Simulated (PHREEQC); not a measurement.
Make-up at 25 °C: 0.2 mmol/kgw HNO3, 1 mmol/kgw KNO3 and 0.16 mmol/kgw CuSO4. Closed to the air; pH follows from the charge balance.

Model: ion-association model, wateq4f.dat, run in PHREEQC.

- pH: 3.72
- ionic strength: 0.00182 mol/kgw
- total alkalinity: -0.200 meq/kg

```json
[
 {"species": "NO3-", "molality": "0.00120", "activity": "0.00114", "log γ": "-0.021"},
 {"species": "K+", "molality": "0.000999", "activity": "0.000953", "log γ": "-0.021"},
 {"species": "H+", "molality": "0.000198", "activity": "0.000189", "log γ": "-0.019"},
 {"species": "Cu+2", "molality": "0.000157", "activity": "0.000130", "log γ": "-0.080"},
 {"species": "SO4-2", "molality": "0.000153", "activity": "0.000127", "log γ": "-0.081"},
 {"species": "CuSO4", "molality": "3.38e-6", "activity": "3.38e-6", "log γ": "0.000"},
 {"species": "HSO4-", "molality": "2.45e-6", "activity": "2.34e-6", "log γ": "-0.020"},
 {"species": "KSO4-", "molality": "8.91e-7", "activity": "8.51e-7", "log γ": "-0.020"},
 {"species": "CuOH+", "molality": "7.22e-9", "activity": "6.89e-9", "log γ": "-0.021"}
]
```

No solid was allowed to form.
